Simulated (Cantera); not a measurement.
**Reactions in the system N-O-V**

Cantera with NASA thermochemical tables; ideal gases at 1 bar, condensed phases pure. Values are per mole of reaction as written; species without (g) are pure solids or liquids, kept so even where they would boil at 1 bar. VN: taken at fixed stoichiometry.

NO(g) + VO2(g) = VN + 3 O(g)

```csv
T (K),ΔH° (kJ),ΔS° (J/K),ΔG° (kJ),log10 K
300,671.8,44.6,658.4,-114.64
823,686.7,73.8,626.0,-39.73
873,688.1,75.4,622.3,-37.23
923,689.4,76.9,618.5,-35.00
973,690.7,78.3,614.6,-32.99
1023,692.1,79.6,610.6,-31.18
1073,693.4,80.9,606.6,-29.53
```
